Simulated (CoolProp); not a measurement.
Vapour-liquid equilibrium of ethylbenzene (1) + n-nonane (2) at 0.00371 bar; x and y are mole fractions of (1).

The numbers come from the multi-fluid Helmholtz-energy mixture model, Zhou 2012 and Lemmon 2006; pair parameters Bell 2016 in CoolProp.

Problem. Give the bubble temperature and the first vapour's composition at x = 0.05, 0.35, 0.8. Is there an azeotrope?

Solution. x = 0.05: 16.5 °C, y = 0.144; x = 0.35: 10.3 °C, y = 0.606; x = 0.8: 6.2 °C, y = 0.882. No azeotrope shows between x = 0.05 and 0.95.

The pair parameters rest on a limited set of measurements; away from them the model extrapolates.
